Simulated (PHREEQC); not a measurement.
1.9 g of hydrous ferric oxide (600 m²/g; 0.2 weak and 0.005 strong sites per Fe, Dzombak-Morel constants, diffuse double layer) in 1 kg of water with 0.1 mol/kgw of an inert sodium salt, at 25 °C; the pH is set by adding NaOH or the inert anion's acid. O2 is buffered at 0.21 atm. CO2 from the air is kept out. Precipitation was switched off in this run.

Base run: PHREEQC, ion-association model, wateq4f.dat. Each further column changes one thing. The table gives surface charge σ (C/m²).

```csv
pH,base,background salt from 0.1 to 0.01 mol/kgw,oxide from 1.9 to 9.5 g/kgw,0.0044 mol/kgw CuCl2 added
3,0.363,0.329,0.364,0.364
4,0.321,0.222,0.324,___
5.5,0.159,0.078,0.161,___
6.5,0.074,0.031,0.074,0.293
7.5,0.022,0.008,0.022,0.233
8.5,-0.014,-0.005,-0.014,0.115
10,-0.094,-0.041,-0.095,___
11,-0.190,-0.101,-0.192,-0.032
```

**Question.** What belongs in the gaps?

**Answer.** 
- 4, 0.0044 mol/kgw CuCl2 added: 0.327
- 5.5, 0.0044 mol/kgw CuCl2 added: 0.277
- 10, 0.0044 mol/kgw CuCl2 added: 0.013

The oxide is taken as insoluble; below pH 4 it would dissolve. In at least one series the solution becomes supersaturated in solids that the run did not let form, among them Cu(OH)2, Atacamite. The database's constant for dissolved Cu(OH)2 is higher than later reviews accept.
